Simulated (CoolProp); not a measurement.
Benzene at 293.15 K and 0.00628 MPa flows at 18 m/s in a round tube of 10 mm bore and 0.25 µm roughness, fully developed (64/Re and Nu = 3.66 if laminar; Colebrook and Gnielinski if turbulent). Each further row changes one setting.

Values from CoolProp's reference Helmholtz-energy equation of state, Thol 2012.

```
case             Reynolds number  Darcy friction factor  pressure drop (Pa/m)  heat-transfer coefficient (W/(m² K))  mass flow (kg/h)
---------------  ---------------  ---------------------  --------------------  ------------------------------------  ----------------
as stated                   4890                 0.0377                   123                                  16.5              1.03
velocity 36 m/s             9770                 0.0311                   407                                  30.2              2.06
diameter 20 mm              9770                 0.0311                  50.9                                  15.1              4.11
```

Viscosity comes from a separate model (Avgeri 2014). Thermal conductivity comes from a separate model (Assael 2012).
